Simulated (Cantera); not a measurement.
Charge: 1 mol toluene, 5.1 mol CO2, held at 2600 °C and 10.5 Torr.

Method: chemical equilibrium by Gibbs-energy minimisation in Cantera with the NASA 1993 tables (ideal gas, pure condensed phases). Candidate condensed phases: C, C6H6, C7H8, C8H18, H2O; 110 gas species. Kinetics and transport are ignored.

Base state: CO 0.613, H 0.277, H2 0.0970, C3 0.00542, C2H2 (acetylene) 0.00411, C2H 0.00166, C 0.00103, C2 0.000537 (mole fractions); condensed: C(graphite).

What changes in the equilibrium state with this change: temperature from 2600 °C to 1402 °C?


```csv
species,before,after
CO,0.613,0.718
H2,0.0970,0.281
H,0.277,0.000520
C3,0.00542,<1e-9
C2H,0.00166,<1e-9
C,0.00103,<1e-9
"C(graphite), mol",1.39,1.90
```
